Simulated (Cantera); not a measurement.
**Silicon carbide growth: CH3SiH3 + C3H8 + H2**

Feed: 1 mol CH3SiH3, 0.72 mol C3H8, 50 mol H2, held at 2102 °C.

These are equilibrium values from Cantera (NASA tables, ideal gas, pure condensed phases), not measurements of a reactor. Candidate condensed phases: C, C6H6, C7H8, C8H18, Si, SiC; 87 gas species. The feed counts by its element totals alone. Gases not in the tables: Si2H6 and higher silanes. Equilibrium is a limit: real reactors are often held back by kinetics, nucleation or transport.

| P (Pa) | log p H2 | log p H | log p Si | log p C2H2 (acetylene) | log p SiC2 | log p Si2C | log p SiH | log p CH4 | n C(graphite) | n SiC(s) |
|---|---|---|---|---|---|---|---|---|---|---|
| 100 | -3.20 | -3.45 | -4.92 | -5.41 | -5.67 | -7.32 | -7.01 | -10.13 | 2.28 | 0 |
| 320 | -2.61 | -3.16 | -4.39 | -4.82 | -5.14 | -6.26 | -6.18 | -8.96 | 2.24 | 0 |
| 1000 | -2.07 | -2.89 | -3.90 | -4.28 | -4.65 | -5.28 | -5.42 | -7.87 | 2.20 | 0 |
| 3200 | -1.54 | -2.62 | -3.51 | -3.74 | -4.26 | -4.50 | -4.77 | -6.81 | 2.06 | 0.167 |
| 10000 | -1.02 | -2.36 | -3.51 | -3.23 | -4.26 | -4.50 | -4.51 | -5.78 | 1.67 | 0.728 |
| 32000 | -0.51 | -2.11 | -3.51 | -2.72 | -4.26 | -4.50 | -4.25 | -4.75 | 1.54 | 0.907 |
| 100000 | -0.01 | -1.86 | -3.51 | -2.22 | -4.26 | -4.50 | -4.00 | -3.75 | 1.49 | 0.964 |
log p: log10 of the partial pressure in bar; n: condensed amount in mol.

From 1.00 mbar to 10.0 mbar the condensed part is C(graphite). From 32.0 mbar to 1.00 bar the condensed part is C(graphite) + SiC(s). The main Si-bearing gas is Si throughout.
